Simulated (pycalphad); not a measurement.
**Effect of C content in Hf-C**

CALPHAD calculation (pycalphad, COST 507 light-alloy database (1999)), 1 atm. The data set is of 1999 and partly superseded. Amounts are mole fractions of atoms.

```tsv
alloy	liquidus (K)	first solid	solidus (K)	phases at 1400 K
Hf-0.2C (at.%)	2503	bcc	2493	hcp 1.00
Hf-0.3C (at.%)	2501	bcc	2488	hcp 1.00
Hf-0.4C (at.%)	2499	bcc	2483	hcp 1.00
Hf-0.6C (at.%)	2495	bcc	2479	hcp 1.00
Hf-0.8C (at.%)	2491	bcc	2479	hcp 1.00
```
